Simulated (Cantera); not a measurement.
# Moist CO burnout

An isothermal, constant-pressure homogeneous reactor starts with 0.873 % CO, 3.07 % O2, 0.0873 % H2O, 96.0 % N2, at 1400 K and 0.780 atm.

Model: GRI-Mech 3.0 (53 species, 325 reactions), integrated in Cantera.

```csv
t (s),x CO,x O2,x H2O,x O,x H2O2
2.00e-6,0.00873,0.0307,0.000873,3.14e-10,<1e-12
6.91e-6,0.00873,0.0307,0.000873,1.08e-9,<1e-12
2.39e-5,0.00873,0.0307,0.000873,3.74e-9,<1e-12
8.25e-5,0.00873,0.0307,0.000873,1.29e-8,<1e-12
0.000285,0.00873,0.0307,0.000873,4.84e-8,<1e-12
0.000985,0.00873,0.0307,0.000873,4.53e-7,1.17e-12
0.00340,0.00832,0.0304,0.000841,0.000287,5.86e-9
0.0118,0.00118,0.0268,0.000808,0.000461,1.71e-8
0.0406,9.34e-5,0.0265,0.000863,3.79e-5,2.41e-9
0.140,6.75e-6,0.0265,0.000873,3.79e-6,2.87e-10
0.485,4.45e-7,0.0265,0.000875,5.69e-7,4.56e-11
1.68,7.14e-8,0.0265,0.000876,1.91e-7,1.55e-11
5.79,5.99e-8,0.0265,0.000876,1.74e-7,1.42e-11
20.0,5.99e-8,0.0265,0.000876,1.74e-7,1.42e-11
```
x: mole fraction; the columns are a selection and need not sum to one.

Equilibrium at this temperature and pressure: CO 6.00e-8, O2 0.0263, H2O 0.000876, O 1.74e-7, H2O2 1.41e-11 (gas phase only).
